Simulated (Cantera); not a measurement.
What does this Cantera script print?

```python
import numpy as np
import cantera as ct

gas_names = """
    NO B2O2 B2O3 N2O
""".split()
cond_names = """

""".split()


def load(file, names, dense=False):
    # The tables refer to 1 bar. Condensed volumes are neglected.
    table = {s.name: s for s in ct.Species.list_from_file(file)}
    out = []
    for n in names:
        d = dict(table[n].input_data)
        d["thermo"] = dict(d["thermo"], **{"reference-pressure": 1e5})
        if dense:
            d["equation-of-state"] = {"model": "constant-volume", "density": "1e6 g/cm^3"}
        out.append(ct.Species.from_dict(d))
    return out


species = {s.name: s for s in load("nasa_gas.yaml", gas_names) + load("nasa_condensed.yaml", cond_names)}
# Each term lists the table entries of one substance; the one whose range holds T is used.
reactions = {
    '2 NO(g) + B2O2(g) = B2O3(g) + N2O(g)':
        [(-2, ['NO']), (-1, ['B2O2']), (1, ['B2O3']), (1, ['N2O'])],
}


def pick(names, T):
    return next(species[n] for n in names if species[n].thermo.min_temp <= T <= species[n].thermo.max_temp)


results = []
for label, terms in reactions.items():
    print(label)
    print("     T/K   dH/kJ  dS/(J/K)   dG/kJ   log10 K")
    for T in [1800, 1950, 2100, 2250, 2400, 2550]:
        used = [(nu, pick(names, T)) for nu, names in terms]
        dH = sum(nu * s.thermo.h(T) for nu, s in used) / 1e6
        dS = sum(nu * s.thermo.s(T) for nu, s in used) / 1e3
        dG = dH - T * dS / 1e3
        logK = -dG * 1e6 / (ct.gas_constant * T * np.log(10))
        results.append((label, T, dH, dS, dG, logK, [s.name for _, s in used]))
        print(f"{T:8g} {dH:8.1f} {dS:8.1f} {dG:8.1f} {logK:8.2f}")
```

Result:

```
2 NO(g) + B2O2(g) = B2O3(g) + N2O(g)
     T/K   dH/kJ  dS/(J/K)   dG/kJ   log10 K
    1800   -475.4   -158.1   -190.9     5.54
    1950   -474.3   -157.5   -167.2     4.48
    2100   -473.1   -156.9   -143.6     3.57
    2250   -471.9   -156.3   -120.2     2.79
    2400   -470.7   -155.8    -96.7     2.11
    2550   -469.5   -155.3    -73.4     1.50
```

Standard-state values (1 bar) from the NASA 1993 polynomials, evaluated with Cantera. Condensed species are held in their standard states even where they would react or evaporate.
